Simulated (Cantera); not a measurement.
Charge: 1 mol Al, 0.94 mol Cl2, 0.94 mol N2, equilibrated at 0.0450 bar.

Equilibrium computed with Cantera from the NASA thermochemical tables; the gas is ideal and each condensed phase is pure. Candidate condensed phases: Al, AlCl3, AlN; 11 gas species. The numbers say what is thermodynamically allowed, not how fast it happens. All values below are at 973 K.

Base state: N2 0.547, AlCl3 0.452, Al2Cl6 0.00134 (mole fractions); condensed: AlN(s).

Task: What changes in the equilibrium state with this change: pressure from 0.0450 bar to 0.0100 bar?

Result: 
| species | before | after |
|---|---|---|
| N2 | 0.547 | 0.546 |
| AlCl3 | 0.452 | 0.454 |
| Al2Cl6 | 0.00134 | 0.000301 |
| AlN(s), mol | 0.373 | 0.373 |
